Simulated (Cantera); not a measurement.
Feed: 1 mol Fe, 0.56 mol H2S, 1.6 mol N2, 2.2 mol NH3, held at 1330 Pa.

Equilibrium computed with Cantera from the NASA thermochemical tables; the gas is ideal and each condensed phase is pure. Candidate condensed phases: Fe, FeS, FeS2, S; 16 gas species. Metal and sulfide melt together well below either melting point, which pure phases cannot show. Mutual solubility and eutectic melting of coexisting phases are not modelled. FeS: taken at fixed stoichiometry. Kinetics and transport are ignored.

Task: Which condensed phases are stable at each of these points (T (K)): 1450, 1500, 1550, 1600, 1650, 1700, 1750, 1800, 1850, 1900, 1950?

Result: 
```csv
T (K),condensed phases,Fe condensed (%)
1450,Fe(γ) + FeS(s),100.0
1500,Fe(γ) + FeS(l),100.0
1550,Fe(γ) + FeS(l),100.0
1600,Fe(γ) + FeS(l),99.9
1650,Fe(γ) + FeS(l),99.9
1700,Fe(δ) + FeS(l),99.7
1750,Fe(δ) + FeS(l),99.3
1800,Fe(δ),98.5
1850,Fe(l),97.0
1900,Fe(l),94.2
1950,Fe(l),89.3
```

At 1450 K the condensed part is Fe(γ) + FeS(s). From 1500 K to 1650 K the condensed part is Fe(γ) + FeS(l). From 1700 K to 1750 K the condensed part is Fe(δ) + FeS(l). At 1800 K the condensed part is Fe(δ). From 1850 K to 1950 K the condensed part is Fe(l).
